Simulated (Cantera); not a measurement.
**Ignition delay**

Mixture: CH4 : CO : O2 : N2 : H2O = 1 : 0.59 : 3.14 : 11.8 : 0.023 (molar parts), equivalence ratio 0.73, at 1.60 bar, adiabatic and at constant volume. Ignition delay is the time to a rise of 400 K.

Cantera simulation using GRI-Mech 3.0 (53 species, 325 reactions); the numbers are that mechanism's predictions, not measurements.

```csv
T0 (K),delay (ms)
1150,63.9
1225,20.3
1300,7.10
1375,2.73
1450,1.15
1525,0.540
1600,0.277
1675,0.155
1750,0.0924
```

```yaml
apparent activation energy between 1600 and 1750 K: 170 kJ/mol
```
